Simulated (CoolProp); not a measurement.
Oxygen along the isotherm 170.5 K: density (kg/m³) from the reference equation and from simpler models built on Tc = 154.6 K, pc = 5.046 MPa, ω = 0.022; each cubic takes its own stable root.

The numbers come from the reference Helmholtz-energy equation of state, Schmidt 1985 in CoolProp.

| p (MPa) | phase | reference |
|---|---|---|
| 0.0798 | gas | 1.808 |
| 0.182 | gas | 4.146 |
| 0.413 | gas | 9.518 |
| 0.941 | gas | 22.30 |
| 2.14 | gas | 54.46 |
| 4.87 | gas | 154.9 |
| 11.1 | supercritical | 615.9 |
| 25.2 | supercritical | 819.1 |

### Question
How far does each simpler model (ideal gas, Redlich-Kwong, Soave-Redlich-Kwong) lie from the reference over these 8 states: mean and median of the absolute difference, and the worst?

### Answer
- ideal gas: mean 17.3 %, median 8.0 %, worst -59.3 % at 170.5 K and 11.1 MPa
- Redlich-Kwong: mean 1.5 %, median 0.2 %, worst -8.3 % at 170.5 K and 11.1 MPa
- Soave-Redlich-Kwong: mean 1.5 %, median 0.1 %, worst -8.9 % at 170.5 K and 11.1 MPa
